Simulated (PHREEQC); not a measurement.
Solution (25 °C): 0.0016 mol/kgw HCl, 0.0011 mol/kgw Li2SO4 and 0.036 mol/kgw MgSO4. Closed to the air; pH follows from the charge balance.

Equilibrium calculation in PHREEQC: ion-association model, phreeqc.dat.

This is a speciation only: nothing precipitates in the calculation.

### Question
Estimate the pH, density.

### Answer
pH 3.14; density 1.002 g/cm³.

### Question
In which forms is Mg present?

### Answer
Mg+2 56 %, MgSO4 44 % of the Mg.

Species that the database lacks are ignored.
